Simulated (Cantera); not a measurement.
A perfectly stirred reactor is fed with CH4 : CO2 = 1 : 0.45 (molar parts), at 1.01 bar; it is held at 1648 K, and followed from long to short residence time.

Detailed kinetics in Cantera: GRI-Mech 3.0 (53 species, 325 reactions). GRI-Mech 3.0 stops at C3 and has no aromatics, soot or wall deposition, so with more carbon than oxygen in the feed, carbon stays in small species such as C2H2 where larger ones or solid carbon would form.

Problem. What does this change do: CH4 1 to 0.21 parts?

Solution. 
```
quantity                   before     after
-----------------------  --------  --------
x(CH4) at τ = 0.660 s      0.0771    0.0338
x(CO2) at τ = 0.660 s      0.0273     0.203
x(CH2CO) at τ = 0.660 s   2.73e-5   4.35e-5
x(C2H6) at τ = 0.660 s    4.14e-5   2.72e-5
x(HCO) at τ = 0.660 s     1.13e-8   1.31e-8
x(CH4) at τ = 23.0 ms       0.359     0.175
x(CO2) at τ = 23.0 ms       0.200     0.532
x(CH2CO) at τ = 23.0 ms   1.42e-5   2.23e-5
x(C2H6) at τ = 23.0 ms   0.000716  0.000463
x(HCO) at τ = 23.0 ms     6.20e-9   1.22e-8
```

Problem. What does this change do: temperature 1648 to 1750 K?

Solution. 
| quantity | before | after |
|---|---|---|
| x(CH4) at τ = 0.660 s | 0.0771 | 0.0346 |
| x(CO2) at τ = 0.660 s | 0.0273 | 0.0104 |
| x(CH2CO) at τ = 0.660 s | 2.73e-5 | 1.75e-5 |
| x(C2H6) at τ = 0.660 s | 4.14e-5 | 1.13e-5 |
| x(HCO) at τ = 0.660 s | 1.13e-8 | 3.02e-8 |
| x(CH4) at τ = 23.0 ms | 0.359 | 0.160 |
| x(CO2) at τ = 23.0 ms | 0.200 | 0.0880 |
| x(CH2CO) at τ = 23.0 ms | 1.42e-5 | 4.91e-5 |
| x(C2H6) at τ = 23.0 ms | 0.000716 | 0.000227 |
| x(HCO) at τ = 23.0 ms | 6.20e-9 | 2.13e-8 |
